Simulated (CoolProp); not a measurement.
A single-stage vapour-compression cycle with the fluid: evaporating at 264.15 K (dew point), condensing at 316.15 K (bubble point), superheat 8 K, subcooling 5 K, compressor efficiency 0.75, no pressure losses. The same conditions are run with several fluids, on thermodynamics alone (safety and materials aside).

The numbers come from the reference Helmholtz-energy equation of state of each fluid (R407C: Lemmon 2003; vinyl chloride: Thol 2022; propane: Lemmon 2009; R21: Platzer 1990; hydrogen chloride: Thol 2018; R1224YDZ: Akasaka 2023) in CoolProp. The equations of Platzer and Polt are older, rougher fits. Blends and air are pseudo-pure fits.

| fluid | cooling COP | pressure ratio | discharge temperature (K) | refrigerating effect (kJ/kg) | volumetric capacity (kJ/m³) |
|---|---|---|---|---|---|
| R407C | 2.61 | 5.66 | 358.4 | 155 | 2130 |
| vinyl chloride | 3.26 | 5.30 | 375.6 | 287 | 1010 |
| propane | 3.00 | 4.11 | 340.3 | 277 | 2100 |
| R21 | 3.29 | 6.74 | 377.2 | 205 | 455 |
| hydrogen chloride | 2.41 | 3.44 | (withheld) | 238 | 9600 |
| R1224YDZ | (withheld) | 7.33 | (withheld) | 133 | 326 |

Task: What belongs in the gaps?

Result: 
- hydrogen chloride, discharge temperature (K): 407.5
- R1224YDZ, cooling COP: 3.18
- R1224YDZ, discharge temperature (K): 332.1
